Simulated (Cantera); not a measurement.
A closed system holds: 1 mol SiCl4, 9.4 mol H2, at 325 °C and 22.0 bar.

Equilibrium computed with Cantera from the NASA thermochemical tables; the gas is ideal and each condensed phase is pure. Candidate condensed phases: Si; 19 gas species. Kinetics and transport are ignored.

Base state: H2 0.902, SiCl4 0.0947, HCl 0.00150, SiHCl3 0.00150 (mole fractions); condensed: gas only.

**Question.** What changes in the equilibrium state with this change: temperature from 325 °C to 377 °C?

**Answer.** 
```json
[
 {"species": "H2", "before": "0.902", "after": "0.901"},
 {"species": "SiCl4", "before": "0.0947", "after": "0.0935"},
 {"species": "HCl", "before": "0.00150", "after": "0.00262"},
 {"species": "SiHCl3", "before": "0.00150", "after": "0.00261"}
]
```

**Question.** What changes in the equilibrium state with this change: SiCl4 replaced by Si?

**Answer.** 
```json
[
 {"species": "H2", "before": "0.902", "after": "1.000"},
 {"species": "SiCl4", "before": "0.0947", "after": "0"},
 {"species": "HCl", "before": "0.00150", "after": "0"},
 {"species": "SiHCl3", "before": "0.00150", "after": "0"},
 {"species": "Si(s), mol", "before": "0", "after": "1.000"}
]
```
